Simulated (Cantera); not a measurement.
A closed system holds: 1 mol CCl₄, 1.3 mol CH₄, at 1025 K and 0.133 bar.

Cantera equilibrium calculation (NASA polynomials, part measured and part estimated; ideal gas, pure solids and liquids). Equilibrium is a limit: real reactors are often held back by kinetics, nucleation or transport.

| species | before | after |
|---|---|---|
| Cl₂ | <1e-9 | 0.914 |
| HCl | 0.870 | 0.0843 |
| Cl | 2.65e-8 | 0.00146 |
| H₂ | 0.130 | <1e-9 |
| CCl₄ | <1e-9 | 0.000586 |
| CH₄ | 0.000166 | <1e-9 |
| C(graphite), mol | 2.30 | 1.04 |
Gas species are given as mole fractions.

Problem. What was changed between the two runs?
A) temperature from 1025 K to 1923.15 K
B) CH₄ from 1.3 to 0.0078 mol
C) CCl₄ replaced by CH₃Cl
D) CH₄ from 1.3 to 0.044 mol

Solution. D, CH₄ from 1.3 to 0.044 mol. Gases not in the tables: chlorinated aromatics
